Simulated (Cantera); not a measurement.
Cantera run, input and output.

```python
import numpy as np
import cantera as ct

gas = ct.Solution("gri30.yaml")
gas.TPX = 1400, 1000000, {'CH4': 1, 'O2': 6.06, 'N2': 22.8, 'H2O': 6.7}
reactor = ct.IdealGasReactor(gas, energy="on", clone=False)
net = ct.ReactorNet([reactor])
net.rtol, net.atol = 1e-08, 1e-16
show = ['CH4', 'O2', 'H2O', 'H2O2', 'NO']
times = np.geomspace(2e-06, 3, 14)

steps = ct.SolutionArray(gas, extra=["t"])
rows = []
print(f"{'t/s':>10s}{'T/K':>9s}{'P/Pa':>11s}" + "".join(f"{s:>11s}" for s in show))
for t in times:
    while net.time < t:
        t_next = net.step()
        steps.append(gas.state, t=t_next)
    rows.append([np.interp(t, steps.t, y) for y in (steps.T, steps.P, *steps(*show).X.T)])
    print(f"{t:10.3e}{rows[-1][0]:9.1f}{rows[-1][1]:11.4g}" + "".join(f"{x:11.3e}" for x in rows[-1][2:]))
rate = np.gradient(steps.T, steps.t)
print("integrator steps:", len(steps.t))
if steps.T.max() > steps.T[0] + 200:
    print(f"time of steepest temperature rise: {steps.t[rate.argmax()]:.4e} s")
gas.TPX = 1400, 1000000, {'CH4': 1, 'O2': 6.06, 'N2': 22.8, 'H2O': 6.7}
gas.equilibrate("UV")
print(f"equilibrium (UV): T = {gas.T:.1f} K  " + "  ".join(f"{s} {gas[s].X[0]:.3e}" for s in show))
```

It prints:

```
       t/s      T/K       P/Pa        CH4         O2        H2O       H2O2         NO
 2.000e-06   1400.0      1e+06  2.735e-02  1.658e-01  1.833e-01  1.902e-09  1.409e-17
 5.972e-06   1400.0      1e+06  2.735e-02  1.658e-01  1.833e-01  9.365e-09  9.138e-17
 1.783e-05   1400.0      1e+06  2.735e-02  1.658e-01  1.833e-01  3.039e-08  8.160e-16
 5.325e-05   1400.0      1e+06  2.733e-02  1.657e-01  1.833e-01  8.066e-08  1.081e-14
 1.590e-04   1401.6  1.001e+06  2.704e-02  1.656e-01  1.835e-01  3.646e-07  1.810e-13
 4.747e-04   2089.7  1.494e+06  1.514e-14  1.105e-01  2.366e-01  7.537e-07  2.126e-06
 1.418e-03   2089.9  1.494e+06  5.020e-17  1.105e-01  2.367e-01  7.510e-07  2.256e-05
 4.233e-03   2089.7  1.494e+06  1.707e-21  1.104e-01  2.367e-01  7.505e-07  8.333e-05
 1.264e-02   2089.2  1.493e+06  1.077e-21  1.103e-01  2.367e-01  7.490e-07  2.627e-04
 3.774e-02   2087.9  1.492e+06  1.055e-21  1.101e-01  2.367e-01  7.448e-07  7.788e-04
 1.127e-01   2084.3   1.49e+06  9.844e-22  1.094e-01  2.367e-01  7.339e-07  2.124e-03
 3.365e-01   2078.0  1.485e+06  8.679e-22  1.082e-01  2.367e-01  7.149e-07  4.516e-03
 1.005e+00   2074.3  1.483e+06  8.066e-22  1.076e-01  2.368e-01  7.042e-07  5.878e-03
 3.000e+00   2074.2  1.482e+06  8.038e-22  1.075e-01  2.368e-01  7.037e-07  5.942e-03
integrator steps: 1743
time of steepest temperature rise: 4.1428e-04 s
equilibrium (UV): T = 2074.2 K  CH4 1.207e-21  O2 1.075e-01  H2O 2.368e-01  H2O2 7.037e-07  NO 5.942e-03
```

Computed with Cantera and GRI-Mech 3.0 (53 species, 325 reactions).
